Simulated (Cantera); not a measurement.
A freely propagating, adiabatic, planar premixed flame of 9.86 % CH4, 0.375 % C2H6, 17.6 % O2, 65.9 % N2, 6.31 % CO2, equivalence ratio 1.2, unburnt at 623 K and 1.00 bar; mixture-averaged transport, grid criteria slope 0.08 and curve 0.16, no radiation.

Model: GRI-Mech 3.0 (53 species, 325 reactions), integrated in Cantera. Burning velocities carry a grid error of a few per cent, more on coarse grids.

x: mole fraction of selected species; z is measured from the peak of heat release.

```tsv
z (mm)	T (K)	u (m/s)	x CH4	x C2H6	x O2	x H2O2	x CH3	x O
-1.25	623	0.899	0.0984	0.00374	0.175	2.11e-8	2.54e-8	<1e-8
-0.832	627	0.907	0.0978	0.00373	0.174	[?]	[?]	<1e-8
-0.624	639	0.928	0.0964	0.00371	0.173	1.09e-6	1.33e-6	<1e-8
-0.416	[?]	1.05	0.0901	0.00365	0.166	[?]	[?]	[?]
-0.208	1100	1.64	0.0617	0.00321	0.130	1.42e-5	0.000502	8.84e-6
-0.104	1476	2.23	0.0331	0.00174	0.0883	6.30e-6	0.00234	8.69e-5
0	1817	2.77	0.00789	0.000133	0.0436	1.14e-6	0.00251	0.000507
0.104	1958	2.99	0.000622	7.11e-7	0.0187	2.64e-7	0.000380	0.00142
0.208	1994	3.04	2.54e-5	<1e-8	0.0106	1.89e-7	1.86e-5	0.00191
0.416	2028	3.08	5.25e-8	<1e-8	0.00700	1.63e-7	4.33e-8	0.00182
0.832	2069	3.13	<1e-8	<1e-8	0.00534	1.28e-7	<1e-8	0.00139
1.66	2118	3.19	<1e-8	<1e-8	0.00368	9.14e-8	<1e-8	0.000894
3.33	2163	3.25	<1e-8	<1e-8	0.00213	5.92e-8	<1e-8	0.000478
```

**Question.** Fill in the missing entries.

**Answer.** 
- -0.832, x H2O2: 2.53e-7
- -0.832, x CH3: 2.83e-7
- -0.416, T (K): 714
- -0.416, x H2O2: 5.69e-6
- -0.416, x CH3: 1.47e-5
- -0.416, x O: 7.20e-8
